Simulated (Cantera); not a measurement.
Feed: 1 mol Cr2O3, 1800 mol H2, 0.13 mol H2O, held at 1.00 bar.

These are equilibrium values from Cantera (NASA tables, ideal gas, pure condensed phases), not measurements of a reactor. Candidate condensed phases: Cr, Cr2O3, H2O; 13 gas species. Equilibrium is a limit: real reactors are often held back by kinetics, nucleation or transport.

**Question.** At 1775 °C, list the 4 most abundant gas species with their mole fractions, and the condensed phases.

**Answer.** H2 0.995, H 0.00223, H2O 0.00173, Cr 0.00111. Condensed: gas only.
